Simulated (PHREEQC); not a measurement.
Consider water at 25 °C with 0.017 mol H3BO3 and 4.7e-05 mol NaF per kg of water. Closed to the air; pH follows from the charge balance.

Computed with PHREEQC (ion-association model, phreeqc.dat).

```
quantity                   before    after
------------------------  -------  -------
pH                           5.52     5.50
ionic strength (mol/kgw)  5.00e-5  3.14e-6
H2BO3- (mol/kgw)          3.26e-6  3.13e-6
```

### Question
Name the change that produced these shifts.
A. H3BO3 from 0.017 to 0.085 mol/kgw
B. NaF from 4.7e-05 to 2.35e-05 mol/kgw
C. H3BO3 from 0.017 to 0.0034 mol/kgw
D. NaF left out
E. 0.00024 mol/kgw KBr added

### Answer
D, NaF left out

No solid was allowed to form. Real BF4- forms and hydrolyses slowly; the run takes it at equilibrium.
